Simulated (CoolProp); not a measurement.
Carbon dioxide along the isotherm -41.55 °C: density (kg/m³) from the reference equation and from simpler models built on Tc = 31.0 °C, pc = 7377 kPa, ω = 0.224; each cubic takes its own stable root.

Model: reference Helmholtz-energy equation of state, Span 1996, in CoolProp.

| p (kPa) | phase | reference |
|---|---|---|
| 6710 | liquid | 1138 |
| 13400 | liquid | 1153 |
| 20100 | liquid | 1167 |
| 26800 | liquid | 1180 |
| 33500 | liquid | 1191 |
| 40200 | liquid | 1202 |
| 46900 | liquid | 1212 |
| 53700 | liquid | 1222 |
| 60400 | liquid | 1231 |
| 67100 | liquid | 1239 |

Problem. How far does each simpler model (van der Waals, Redlich-Kwong, Peng-Robinson) lie from the reference over these 10 states: mean and median of the absolute difference, and the worst?

Solution. 
- van der Waals: mean 33.8 %, median 33.2 %, worst -37.0 % at -41.55 °C and 6710 kPa
- Redlich-Kwong: mean 8.1 %, median 7.6 %, worst -10.9 % at -41.55 °C and 6710 kPa
- Peng-Robinson: mean 5.5 %, median 5.7 %, worst +6.0 % at -41.55 °C and 67100 kPa
